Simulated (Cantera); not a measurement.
Feed: 1 mol KCl, 3.6 mol H₂, 0.32 mol N₂, held at 7.50 Torr.

These are equilibrium values from Cantera (NASA tables, ideal gas, pure condensed phases), not measurements of a reactor. Candidate condensed phases: K, KCl, NH₄Cl; 17 gas species. The numbers say what is thermodynamically allowed, not how fast it happens.

**Question.** At 1323 K, list the 4 most abundant gas species with their mole fractions, and the condensed phases.

**Answer.** H₂ 0.735, KCl 0.192, N₂ 0.0654, K₂Cl₂ 0.00545. Condensed: gas only.
